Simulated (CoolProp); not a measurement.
A single-stage vapour-compression cycle with R115: evaporating at 309.15 K (dew point), condensing at 338.15 K (bubble point), superheat 8 K, subcooling 5 K, compressor efficiency 0.75, no pressure losses. Each further row changes one setting.

The numbers come from the reference Helmholtz-energy equation of state, Lemmon 2016 in CoolProp.

```json
[
 {"case": "as stated", "cooling COP": "5.92", "pressure ratio": "1.92", "discharge temperature (K)": "346.2", "refrigerating effect (kJ/kg)": "64.5", "volumetric capacity (kJ/m³)": "5800"},
 {"case": "evaporating temperature 314.15 K", "cooling COP": "?", "pressure ratio": "1.70", "discharge temperature (K)": "?", "refrigerating effect (kJ/kg)": "66.8", "volumetric capacity (kJ/m³)": "6840"},
 {"case": "condensing temperature 333.15 K", "cooling COP": "?", "pressure ratio": "1.73", "discharge temperature (K)": "?", "refrigerating effect (kJ/kg)": "71.0", "volumetric capacity (kJ/m³)": "6380"},
 {"case": "subcooling 10 K", "cooling COP": "6.54", "pressure ratio": "1.92", "discharge temperature (K)": "346.2", "refrigerating effect (kJ/kg)": "?", "volumetric capacity (kJ/m³)": "6400"},
 {"case": "superheat 18 K", "cooling COP": "?", "pressure ratio": "1.92", "discharge temperature (K)": "355.0", "refrigerating effect (kJ/kg)": "73.4", "volumetric capacity (kJ/m³)": "6160"},
 {"case": "compressor efficiency 0.65", "cooling COP": "5.13", "pressure ratio": "1.92", "discharge temperature (K)": "?", "refrigerating effect (kJ/kg)": "64.5", "volumetric capacity (kJ/m³)": "5800"}
]
```

Q: Fill in the missing entries.

A: 
- evaporating temperature 314.15 K, cooling COP: 7.55
- evaporating temperature 314.15 K, discharge temperature (K): 346.4
- condensing temperature 333.15 K, cooling COP: 7.68
- condensing temperature 333.15 K, discharge temperature (K): 341.0
- subcooling 10 K, refrigerating effect (kJ/kg): 71.3
- superheat 18 K, cooling COP: 6.19
- compressor efficiency 0.65, discharge temperature (K): 347.7
